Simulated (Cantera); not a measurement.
Input: 1 mol MgO, 4.1 mol SO2, 2.7 mol O2, equilibrated at 7.70 bar.

Equilibrium computed with Cantera from the NASA thermochemical tables; the gas is ideal and each condensed phase is pure. Candidate condensed phases: Mg, MgO, MgS, MgSO4, S; 14 gas species. Kinetics and transport are ignored.

x: gas mole fraction; n: condensed amount in mol.

```json
[
 {"T (K)": "925", "x SO3": "0.671", "x SO2": "0.110", "x O2": "0.219", "x O": "?", "x SO": "<1e-12", "x O3": "<1e-12", "n MgSO4(s)": "1.00", "n MgSO4(l)": "0", "n MgO(s)": "0"},
 {"T (K)": "1025", "x SO3": "0.481", "x SO2": "0.244", "x O2": "0.274", "x O": "?", "x SO": "<1e-12", "x O3": "6.00e-12", "n MgSO4(s)": "1.00", "n MgSO4(l)": "0", "n MgO(s)": "0"},
 {"T (K)": "1125", "x SO3": "0.295", "x SO2": "0.377", "x O2": "0.329", "x O": "?", "x SO": "2.58e-11", "x O3": "3.51e-11", "n MgSO4(s)": "1.00", "n MgSO4(l)": "0", "n MgO(s)": "0"},
 {"T (K)": "1225", "x SO3": "0.166", "x SO2": "0.468", "x O2": "0.367", "x O": "?", "x SO": "4.25e-10", "x O3": "1.44e-10", "n MgSO4(s)": "1.00", "n MgSO4(l)": "0", "n MgO(s)": "0"},
 {"T (K)": "1325", "x SO3": "0.0926", "x SO2": "0.519", "x O2": "0.388", "x O": "?", "x SO": "4.31e-9", "x O3": "4.56e-10", "n MgSO4(s)": "1.00", "n MgSO4(l)": "0", "n MgO(s)": "0"},
 {"T (K)": "1425", "x SO3": "0.0537", "x SO2": "0.547", "x O2": "0.399", "x O": "?", "x SO": "3.06e-8", "x O3": "1.19e-9", "n MgSO4(s)": "0", "n MgSO4(l)": "1.00", "n MgO(s)": "0"},
 {"T (K)": "1525", "x SO3": "0.0330", "x SO2": "0.580", "x O2": "0.387", "x O": "?", "x SO": "1.75e-7", "x O3": "2.52e-9", "n MgSO4(s)": "0", "n MgSO4(l)": "0", "n MgO(s)": "1.00"}
]
```

**Question.** Fill in the missing entries.

**Answer.** 
- 925, x O: 2.26e-12
- 1025, x O: 6.23e-11
- 1125, x O: 9.54e-10
- 1225, x O: 9.18e-9
- 1325, x O: 6.18e-8
- 1425, x O: 3.16e-7
- 1525, x O: 1.27e-6
